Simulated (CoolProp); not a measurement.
A closed Brayton cycle with carbon dioxide: compressor inlet 307.15 K and 8.9 MPa, high pressure 22.6 MPa, turbine inlet 715 K, compressor efficiency 0.89, turbine efficiency 0.9, recuperator effectiveness 0.95 (on enthalpy, no pinch check). Each further row changes one setting.

Values from CoolProp's reference Helmholtz-energy equation of state, Span 1996.

```
case                           thermal efficiency (%)  net work (kJ/kg)  compressor to turbine work  compressor exit (K)  turbine exit (K)
-----------------------------  ----------------------  ----------------  --------------------------  -------------------  ----------------
as stated                                        33.5              82.9                        0.20                331.9             611.9
turbine inlet 665 K                              31.4              73.9                        0.22                331.9             565.7
compressor inlet 317.15 K                        32.4              69.2                        0.33                377.5             611.9
high pressure 19.2 MPa                           31.7              71.1                        0.18                326.9             629.6
recuperator effectiveness 0.5                    20.4              82.9                        0.20                331.9             611.9
```
